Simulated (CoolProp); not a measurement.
Properties of nitrous oxide at several states.

Computed with CoolProp (reference Helmholtz-energy equation of state, Lemmon 2006). It is a short technical equation, of lower accuracy than the large ones.

```json
[
 {"T (K)": "242.5", "p (MPa)": "0.0139", "phase": "gas", "density (kg/m³)": "0.3039", "cv (kJ/(kg K))": "0.6266", "isothermal compressibility (1/MPa)": "72.05"},
 {"T (K)": "469.5", "p (MPa)": "6.71", "phase": "gas", "density (kg/m³)": "81.48", "cv (kJ/(kg K))": "0.8567", "isothermal compressibility (1/MPa)": "0.1599"},
 {"T (K)": "406.5", "p (MPa)": "35", "phase": "supercritical", "density (kg/m³)": "620.7", "cv (kJ/(kg K))": "0.9150", "isothermal compressibility (1/MPa)": "0.01642"},
 {"T (K)": "245.7", "p (MPa)": "8.23", "phase": "liquid", "density (kg/m³)": "1051", "cv (kJ/(kg K))": "0.9132", "isothermal compressibility (1/MPa)": "0.002961"},
 {"T (K)": "390.1", "p (MPa)": "1.04", "phase": "gas", "density (kg/m³)": "14.45", "cv (kJ/(kg K))": "0.7792", "isothermal compressibility (1/MPa)": "0.9846"}
]
```
